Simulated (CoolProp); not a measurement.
Computed with CoolProp (reference Helmholtz-energy equation of state, Zhou 2011).

Problem. Give the vapour pressure (bar), vapour density (kg/m³), enthalpy of vaporisation (kJ/kg), surface tension (mN/m) of saturated dimethyl carbonate at 71.55, 81.15 °C.

Solution. 
| T (°C) | p (bar) | vapour density (kg/m³) | enthalpy of vaporisation (kJ/kg) | surface tension (mN/m) |
|---|---|---|---|---|
| 71.55 | 0.540 | 1.73 | 388 | 21.6 |
| 81.15 | 0.755 | 2.36 | 382 | 20.2 |

Surface tension comes from a separate correlation (Mulero 2014).
